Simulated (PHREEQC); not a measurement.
Make-up at 25 °C: 9.6 mmol/kgw H2SO4 and 1.8 mmol/kgw Al2(SO4)3. Closed to the air; pH follows from the charge balance.

Equilibrium calculation in PHREEQC: ion-association model, phreeqc.dat.

The ionic strength comes out as 0.0273 mol/kgw. What activity coefficients do AlSO4+, AlHSO4+2, Al(SO4)2-, Al+3, HSO4- get?

AlSO4+ 0.86, AlHSO4+2 0.53, Al(SO4)2- 0.86, Al+3 0.31, HSO4- 0.86.

Precipitation was switched off in this run.
